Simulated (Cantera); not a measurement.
Input: 1 mol Si, 1 mol Cl₂, 14 mol H₂, held at 800 K and 6.90 bar.

Equilibrium computed with Cantera from the NASA thermochemical tables; the gas is ideal and each condensed phase is pure. Candidate condensed phases: Si; 19 gas species. Equilibrium is a limit: real reactors are often held back by kinetics, nucleation or transport.

Base state: H₂ 0.957, SiHCl₃ 0.0240, SiCl₄ 0.0150, SiH₂Cl₂ 0.00312, HCl 0.000539, SiH₃Cl 9.32e-5 (mole fractions); condensed: Si(s).

What changes in the equilibrium state with this change: temperature from 800 K to 1648.15 K?


| species | before | after |
|---|---|---|
| H₂ | 0.957 | 0.904 |
| HCl | 0.000539 | 0.0680 |
| SiCl₂ | 3.11e-7 | 0.0182 |
| SiHCl₃ | 0.0240 | 0.00346 |
| SiCl₄ | 0.0150 | 0.00156 |
| H | <1e-9 | 3.23e-5 |
| SiCl₃ | 6.48e-6 | 0.00358 |
| SiH₂Cl₂ | 0.00312 | 0.00131 |
| Si(s), mol | 0.392 | 0.580 |
The tables' values for SiCl₃ are old estimates; treat these amounts as uncertain.
